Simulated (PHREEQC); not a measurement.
Solution (15 °C): 0.0042 mol/kgw KHCO3, 8.1e-05 mol/kgw KOH and 0.0012 mol/kgw KCl. Closed to the air; pH follows from the charge balance.

Equilibrium calculation in PHREEQC: ion-association model, phreeqc.dat.

No solid was allowed to form.

What pH, specific conductance, ionic strength does the model give?

pH 8.71; specific conductance 511 µS/cm; ionic strength 0.00558 mol/kgw.

In which forms is C present?

HCO3- 97 %, CO3-2 2.3 % of the C.

Complexes and solids missing from the database can't appear.
